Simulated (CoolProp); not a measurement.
A simple Rankine cycle with R141b: condensing at 297.15 K, boiler at 2.05 MPa, turbine inlet 499 K, turbine efficiency 0.65, pump efficiency 0.6, no recuperator. Each further row changes one setting.

Values from CoolProp's reference Helmholtz-energy equation of state, Lemmon 2006. It is a short technical equation, of lower accuracy than the large ones.

| case | thermal efficiency (%) | net work (kJ/kg) | heat in (kJ/kg) | turbine exit temperature (K) | volume ratio over the turbine |
|---|---|---|---|---|---|
| as stated | 15.4 | 59.6 | 386 | 414.8 | 26.4 |
| condensing temperature 289.15 K | 16.4 | 64.9 | 395 | 408.8 | 35.5 |
| boiler pressure 1.43 MPa | 14.2 | 55.8 | 393 | 426.8 | 17.9 |
| turbine efficiency 0.55 | 13.0 | 50.0 | 386 | 425.2 | 27.1 |
